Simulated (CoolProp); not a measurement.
The numbers come from the reference Helmholtz-energy equation of state, Guder 2009 in CoolProp.

Give the vapour pressure (MPa), liquid density (kg/m³), liquid cp (kJ/(kg K)), vapour Z of saturated sulfur hexafluoride at -10.05, 12.15 °C.


```csv
T (°C),p (MPa),liquid density (kg/m³),liquid cp (kJ/(kg K)),vapour Z
-10.05,0.938,1630,0.983,0.812
12.15,1.73,1460,1.14,0.705
```
